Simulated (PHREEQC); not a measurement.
Make-up at 65 °C: 1.2 mol Na2CO3, 0.13 mol K2SO4 and 6.7e-05 mol H4SiO4 per kg of water. Closed to the air; pH follows from the charge balance.

Computed with PHREEQC (Pitzer model, pitzer.dat).

| quantity | before | after |
|---|---|---|
| pH | 11.17 | 11.50 |
| ionic strength (mol/kgw) | 3.97 | 3.98 |
| HCO3- (mol/kgw) | 0.0220 | 0.0112 |
| H2SiO4-2 (mol/kgw) | 4.42e-5 | 3.54e-5 |
| H3SiO4- (mol/kgw) | 2.27e-5 | 3.15e-5 |
| H4SiO4 (mol/kgw) | 9.07e-8 | 1.09e-7 |
| SI of Thenardite (Na2SO4) | -1.71 | -1.88 |

Which change was made?
A. temperature from 65 to 10 °C
B. diluted 2-fold with water
C. temperature from 65 to 20 °C
D. temperature from 65 to 40 °C
E. diluted 10-fold with water

D, temperature from 65 to 40 °C

Precipitation was switched off in this run. In brines, pH and single-ion activities rest on the MacInnes convention. Constants without temperature data keep their 25 °C values here.
